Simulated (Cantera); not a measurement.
**Silicon epitaxy and polysilicon growth: Si₂Cl₆ + Cl₂ + H₂**

A closed system holds: 1 mol Si₂Cl₆, 0.12 mol Cl₂, 250 mol H₂, at 0.00133 bar.

Equilibrium computed with Cantera from the NASA thermochemical tables; the gas is ideal and each condensed phase is pure. Candidate condensed phases: Si; 19 gas species. The feed counts by its element totals alone. The tables' values for SiCl, SiCl₃ are old estimates; treat these amounts as uncertain. Gases not in the tables: Si₂H₆ and higher silanes. Equilibrium is a limit: real reactors are often held back by kinetics, nucleation or transport.

From 898 K to 1598 K the condensed part is Si(s). From 1698 K to 1798 K the condensed part is Si(l). The main Si-bearing gas is SiCl₄ at 898 K and Si at 1798 K. The share of Si in condensed phases is highest at 1098 K (84.8 %) and lowest at 1798 K (47.9 %).

```
T (K)   x H₂    x HCl       x H   x SiCl₄      x Si   x SiCl₂  n Si(s)  n Si(l)
-----  -----  -------  --------  --------  --------  --------  -------  -------
898    0.986  0.00992   2.98e-9   0.00295    <1e-12  0.000135    0.988        0
998    0.979   0.0187   5.83e-8  0.000849    <1e-12  0.000604     1.52        0
1098   0.977   0.0220   6.69e-7   7.43e-5  1.62e-11   0.00100     1.70        0
1198   0.977   0.0222   5.15e-6   5.92e-6  9.66e-10   0.00118     1.69        0
1298   0.977   0.0220   2.90e-5   6.61e-7   3.05e-8   0.00132     1.66        0
1398   0.977   0.0218  0.000128   1.01e-7   5.85e-7   0.00143     1.64        0
1498   0.976   0.0216  0.000465   1.97e-8   7.53e-6   0.00153     1.61        0
1598   0.975   0.0214   0.00144   4.74e-9   7.01e-5   0.00161     1.57        0
1698   0.973   0.0212   0.00391   1.32e-9  0.000493   0.00165        0     1.43
1798   0.965   0.0212   0.00947  3.80e-10   0.00231   0.00145        0    0.958
```
x: gas mole fraction; n: condensed amount in mol.
